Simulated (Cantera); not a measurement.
Input: 1 mol Al(CH3)3, 0.5 mol N2O, 13 mol N2, at 0.430 bar.

Cantera equilibrium calculation (NASA polynomials, part measured and part estimated; ideal gas, pure solids and liquids). Candidate condensed phases: Al, AlN, Al2O3, C, C6H6, C7H8, C8H18, H2O; 148 gas species. The feed counts by its element totals alone. Mutual solubility and eutectic melting of coexisting phases are not modelled. The numbers say what is thermodynamically allowed, not how fast it happens.

x: gas mole fraction; n: condensed amount in mol.

| T (K) | x N2 | x H2 | x CO | x CH4 | n AlN(s) | n Al2O3(s) | n C(graphite) |
|---|---|---|---|---|---|---|---|
| 925 | 0.750 | 0.244 | 2.24e-7 | ? | 0.667 | 0.167 | 2.90 |
| 975 | 0.748 | 0.249 | 1.06e-6 | ? | 0.667 | 0.167 | 2.94 |
| 1025 | 0.747 | 0.251 | 4.31e-6 | ? | 0.667 | 0.167 | 2.96 |
| 1075 | 0.746 | 0.253 | 1.53e-5 | ? | 0.667 | 0.167 | 2.98 |
| 1125 | 0.746 | 0.253 | 4.86e-5 | ? | 0.667 | 0.166 | 2.98 |
| 1175 | 0.746 | 0.254 | 0.000139 | ? | 0.668 | 0.166 | 2.99 |
| 1225 | 0.745 | 0.254 | 0.000366 | ? | 0.671 | 0.165 | 2.99 |
| 1275 | 0.745 | 0.254 | 0.000888 | ? | 0.677 | 0.161 | 2.98 |
| 1325 | 0.744 | 0.254 | 0.00201 | ? | 0.690 | 0.155 | 2.96 |
| 1375 | 0.742 | 0.254 | 0.00429 | ? | 0.717 | 0.141 | 2.92 |
| 1425 | 0.738 | 0.253 | 0.00866 | ? | 0.769 | 0.115 | 2.84 |

What belongs in the gaps?


- 925, x CH4: 0.00583
- 975, x CH4: 0.00335
- 1025, x CH4: 0.00199
- 1075, x CH4: 0.00124
- 1125, x CH4: 0.000796
- 1175, x CH4: 0.000530
- 1225, x CH4: 0.000364
- 1275, x CH4: 0.000257
- 1325, x CH4: 0.000186
- 1375, x CH4: 0.000138
- 1425, x CH4: 0.000104
